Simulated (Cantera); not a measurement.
## Stirred combustor or abatement burner

A perfectly stirred reactor is fed with CH4 : O2 : N2 = 1 : 1.43 : 11.4 (molar parts), at 1.00 bar; it is adiabatic with a 750 K inlet, and is followed from long to short residence time, starting on the burning branch (τ in s: 0.28, 0.084, 0.026, 0.0078, 0.0024, 0.00073, 0.00022, 6.8e-05, 2.1e-05, 6.3e-06).

Model: GRI-Mech 3.0 (53 species, 325 reactions), integrated in Cantera.

| τ (s) | T (K) | x CH4 | x O2 | x C2H4 | x HCN | x H | x CH2 |
|---|---|---|---|---|---|---|---|
| 0.28 | 1738 | 0.00200 | 0.000418 | 2.49e-5 | 2.22e-5 | 8.87e-5 | 3.26e-7 |
| 0.084 | 1733 | 0.00230 | 0.000922 | 5.48e-5 | 2.65e-5 | 0.000130 | 8.16e-7 |
| 0.026 | 1720 | 0.00258 | 0.00192 | 0.000108 | 2.83e-5 | 0.000196 | 1.86e-6 |
| 0.0078 | 1689 | 0.00324 | 0.00434 | 0.000221 | 2.14e-5 | 0.000282 | 3.70e-6 |
| 0.0024 | 750 | 0.0723 | 0.103 | <1e-12 | <1e-12 | <1e-12 | <1e-12 |
| 0.00073 | 750 | 0.0723 | 0.103 | <1e-12 | <1e-12 | <1e-12 | <1e-12 |
| 0.00022 | 750 | 0.0723 | 0.103 | <1e-12 | <1e-12 | <1e-12 | <1e-12 |
| 6.8e-5 | 750 | 0.0723 | 0.103 | <1e-12 | <1e-12 | <1e-12 | <1e-12 |
| 2.1e-5 | 750 | 0.0723 | 0.103 | <1e-12 | <1e-12 | <1e-12 | <1e-12 |
| 6.3e-6 | 750 | 0.0723 | 0.103 | <1e-12 | <1e-12 | <1e-12 | <1e-12 |
x: mole fraction; the columns are a selection and need not sum to one.
